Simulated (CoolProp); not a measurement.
Vapour-liquid equilibrium of CH2F2 (R32) (1) + n-butane (2) at 266.3 K; x and y are mole fractions of (1).

Model: multi-fluid Helmholtz-energy mixture model, Tillner-Roth 1997 and Bücker 2006; pair parameters Bell 2016, in CoolProp.

```csv
x,bubble pressure (MPa),y at the bubble point,dew pressure at overall composition x (MPa),liquid density (mol/L)
0.05,0.2480,0.677,0.08329,10.70
0.15,0.4686,0.831,0.09329,11.21
0.25,0.5758,0.865,0.1060,11.77
0.35,0.6175,0.876,0.1225,12.40
0.45,0.6280,0.879,0.1450,13.12
0.55,0.6281,0.879,0.1775,13.96
0.65,0.6288,0.879,0.2286,14.96
0.75,0.6347,0.884,0.3201,16.18
0.85,0.6458,0.901,0.5255,17.69
0.95,0.6540,0.950,0.6540,19.60
```

y crosses x between x = 0.85 and 0.95: the model has an azeotrope there.

Pair parameters are fitted to limited data, so mixtures are less certain than the pure fluids. With so large a gap from Raoult's law the liquid may split in two, which this calculation doesn't test in full.
